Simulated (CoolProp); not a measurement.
Vapour-liquid equilibrium of cyclohexane (1) + dimethyl carbonate (2) at 16.85 °C; x and y are mole fractions of (1).

Values from CoolProp's multi-fluid Helmholtz-energy mixture model, Zhou 2014 and Zhou 2011; pair parameters Bell 2016.

```csv
x,bubble pressure (MPa),y at the bubble point,dew pressure at overall composition x (MPa),liquid density (mol/L)
0.05,0.007033,0.359,0.004943,11.74
0.2,0.01035,0.607,0.005780,11.21
0.35,0.01116,0.653,0.006945,10.75
0.5,0.01126,0.662,0.008650,10.33
0.65,0.01127,0.665,0.01110,9.965
0.8,0.01117,0.696,0.01041,9.646
0.95,0.01001,0.851,0.009255,9.370
```

y crosses x between x = 0.65 and 0.8: the model has an azeotrope there.

The pair parameters rest on a limited set of measurements; away from them the model extrapolates. With so large a gap from Raoult's law the liquid may split in two, which this calculation doesn't test in full.
